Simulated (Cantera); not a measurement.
Input (Python, Cantera) and output of one run.

```python
import numpy as np
import cantera as ct

gas_names = """
    C CH CH2 CH3 CH2OH CH3O CH4 CH3OH CO CO2 COOH C2 C2H CHCO,ketyl C2H2,acetylene C2H2,vinylidene
    CH2CO,ketene C2H3,vinyl CH3CO,acetyl C2H4 C2H4O,ethylen CH3CHO,ethanal CH3COOH (HCOOH)2 C2H5 C2H6
    CH3OCH3 C2H5OH C2O C3 C3H3,propargyl C3H4,allene C3H4,propyne C3H4,cyclo- C3H5,allyl C3H6,propylene
    C3H6,cyclo- C3H6O C3H7,n-propyl C3H7,i-propyl C3H8 C3H8O,1propanol C3H8O,2propanol C3O2 C4 C4H2
    C4H4,1,3-cyclo- C4H6,butadiene C4H6,2-butyne C4H6,cyclo- C4H8,1-butene C4H8,cis2-buten
    C4H8,tr2-butene C4H8,isobutene C4H8,cyclo- (CH3COOH)2 C4H9,n-butyl C4H9,i-butyl C4H9,s-butyl
    C4H9,t-butyl C4H10,isobutane C4H10,n-butane C5 C5H6,1,3cyclo- C5H8,cyclo- C5H10,1-pentene
    C5H10,cyclo- C5H11,pentyl C5H11,t-pentyl C5H12,n-pentane C5H12,i-pentane CH3C(CH3)2CH3 C6H2
    C6H5,phenyl C6H5O,phenoxy C6H6 C6H5OH,phenol C6H10,cyclo- C6H12,1-hexene C6H12,cyclo- C6H13,n-hexyl
    C7H7,benzyl C7H8 C7H8O,cresol C7H14,1-heptene C7H15,n-heptyl C7H16,n-heptane C8H8,styrene
    C8H10,ethylbenz C8H16,1-octene C8H17,n-octyl C8H18,isooctane C8H18,n-octane C9H19,n-nonyl
    C10H8,naphthale C10H21,n-decyl C12H9,o-bipheny C12H10,bipheny H HCO HO2 H2 HCHO,formaldehy HCOOH H2O
    H2O2 O OH O2 O3 Si SiC SiC2 SiC4H12 SiH SiH2 SiH3 SiH4 SiO SiO2 Si2 Si2C Si3
""".split()
cond_names = """
    C(gr) C6H6(L) C7H8(L) C8H18(L),n-octa H2O(s) H2O(L) Si(cr) Si(L) SiC(b) SiO2(Lqz) SiO2(hqz) SiO2(L)
""".split()


def load(file, names, dense=False):
    # The tables refer to 1 bar. Condensed volumes are neglected.
    table = {s.name: s for s in ct.Species.list_from_file(file)}
    out = []
    for n in names:
        d = dict(table[n].input_data)
        d["thermo"] = dict(d["thermo"], **{"reference-pressure": 1e5})
        if dense:
            d["equation-of-state"] = {"model": "constant-volume", "density": "1e6 g/cm^3"}
        out.append(ct.Species.from_dict(d))
    return out


gas = ct.Solution(thermo="ideal-gas", species=load("nasa_gas.yaml", gas_names))
cond = {s.name: ct.Solution(thermo="fixed-stoichiometry", species=[s], name=s.name)
        for s in load("nasa_condensed.yaml", cond_names, dense=True)}
atoms = {
    'SiC': {'Si': 1, 'C': 1},
    'CO2': {'C': 1, 'O': 2},
    'H2': {'H': 2},
}
top_T = {'C(gr)': 4500, 'SiC(b)': 3050}  # K; cautious upper limits of use, not melting points


def equilibrate(T, P, feed):
    n = {}
    for name, mol in feed.items():
        for a, k in atoms[name].items():
            n[a] = n.get(a, 0.0) + k * mol
    gas.TPX = T, P, n
    mass = sum(n.values()) * gas.mean_molecular_weight
    gas.equilibrate("TP")
    valid = [c for c in cond.values() if c.min_temp <= T <= top_T.get(c.name, c.max_temp)]
    mix = ct.Mixture([(gas, mass / gas.mean_molecular_weight)] + [(c, 0.0) for c in valid])
    mix.T, mix.P = T, P
    mix.equilibrate("TP", solver="vcs", rtol=1e-11, max_steps=5000)
    return mix


results = []
feed = {'SiC': 1, 'CO2': 1.2, 'H2': 21}  # mol
P = 1333.22  # Pa
for T in [1073, 1223, 1373, 1523, 1673, 1823, 1973, 2123, 2273]:
    mix = equilibrate(T, P, feed)
    results.append((T, P, feed, dict(zip(mix.species_names, mix.species_moles))))

top = {s: max(r[3][s] / sum(r[3][g] for g in gas_names) for r in results) for s in gas_names}
cols = sorted((s for s in top if top[s] > 0.001), key=lambda s: -top[s])[:8]
seen = [c for c in cond_names if any(r[3].get(c, 0) > 1e-12 for r in results)]
print("log10 of partial pressures in bar; condensed amounts in mol")
print(f"{'T/K':>10s}" + "".join(f"{s[:9]:>10s}" for s in cols + seen))
for T, P, feed, n in results:
    ng = sum(n[g] for g in gas_names)
    print(f"{T:10.4g}" + "".join(f"{np.log10(max(n[s] / ng * P / 1e5, 1e-99)):10.3f}" for s in cols)
          + "".join(f"{n.get(c, 0):10.4g}" for c in seen))
```

Output:

```
log10 of partial pressures in bar; condensed amounts in mol
       T/K        H2        CO         H       SiO        Si      Si2C     C(gr)    SiC(b) SiO2(hqz)
      1073    -1.884    -3.604    -8.795   -11.846   -21.751   -31.088     1.788         0         1
      1223    -1.883    -3.603    -7.464    -7.758   -15.032   -19.851     1.796         0         1
      1373    -1.907    -3.025    -6.431    -5.434   -11.509   -14.802         0    0.5977     0.396
      1523    -1.917    -3.001    -5.595    -3.652    -8.835   -11.575         0    0.4713    0.1424
      1673    -1.923    -2.989    -4.905    -3.466    -7.279    -9.570         0       0.4         0
      1823    -1.924    -2.990    -4.325    -3.468    -6.053    -7.975         0     0.399         0
      1973    -1.928    -2.990    -3.834    -3.476    -5.020    -6.632         0    0.3896         0
      2123    -1.938    -2.982    -3.414    -3.527    -4.160    -5.511         0    0.3227         0
      2273    -1.965    -2.949    -3.058    -3.787    -3.536    -4.663         0   0.03129         0
```

Equilibrium computed with Cantera from the NASA thermochemical tables; the gas is ideal and each condensed phase is pure. Mutual solubility and eutectic melting of coexisting phases are not modelled. The tables hold silica as quartz up to 1696 K and as liquid above; real silica turns to tridymite and cristobalite and melts near 1996 K. Gases not in the tables: Si2H6 and higher silanes.
